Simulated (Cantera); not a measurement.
An isothermal, constant-pressure homogeneous reactor starts with 25.6 % C2H6, 74.4 % H2, at 1050 K and 4.88 Torr.

Detailed kinetics in Cantera: GRI-Mech 3.0 (53 species, 325 reactions). GRI-Mech 3.0 stops at C3 and has no aromatics, soot or wall deposition, so with more carbon than oxygen in the feed, carbon stays in small species such as C2H2 where larger ones or solid carbon would form. Radical loss at walls, strong at low pressure, is not modelled.

### Question
Predict: x(C2H6) at 200 s; x(H2) at 200 s; x(C2H2) at 200 s; x(C2H4) at 200 s; x(CH3) at 200 s.

### Answer
- x(C2H6) at 200 s: 0.000836 (gas-phase equilibrium 7.28e-5)
- x(H2) at 200 s: 0.773 (gas-phase equilibrium 0.565)
- x(C2H2) at 200 s: 0.0313 (gas-phase equilibrium 0.0260)
- x(C2H4) at 200 s: 0.147 (gas-phase equilibrium 0.0168)
- x(CH3) at 200 s: 1.08e-6 (gas-phase equilibrium 9.40e-7)
